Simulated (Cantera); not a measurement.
Charge: 1 mol Si, 2 mol HCl, 0.7 mol H₂, equilibrated at 777 °C and 101000 Pa.

Equilibrium computed with Cantera from the NASA thermochemical tables; the gas is ideal and each condensed phase is pure. Candidate condensed phases: Si; 19 gas species. The tables' values for SiCl₃ are old estimates; treat these amounts as uncertain. Equilibrium is a limit: real reactors are often held back by kinetics, nucleation or transport.

Base state: H₂ 0.735, SiCl₄ 0.167, SiHCl₃ 0.0726, HCl 0.0176, SiH₂Cl₂ 0.00359, SiCl₃ 0.00270, SiCl₂ 0.000788, SiH₃Cl 4.62e-5 (mole fractions); condensed: Si(s).

What changes in the equilibrium state with this change: temperature from 777 °C to 877 °C?


| species | before | after |
|---|---|---|
| H₂ | 0.735 | 0.723 |
| SiCl₄ | 0.167 | 0.160 |
| SiHCl₃ | 0.0726 | 0.0677 |
| HCl | 0.0176 | 0.0347 |
| SiCl₂ | 0.000788 | 0.00367 |
| SiCl₃ | 0.00270 | 0.00733 |
| SiH₃Cl | 4.62e-5 | 5.13e-5 |
| SiH₂Cl₂ | 0.00359 | 0.00359 |
| Si(s), mol | 0.464 | 0.470 |
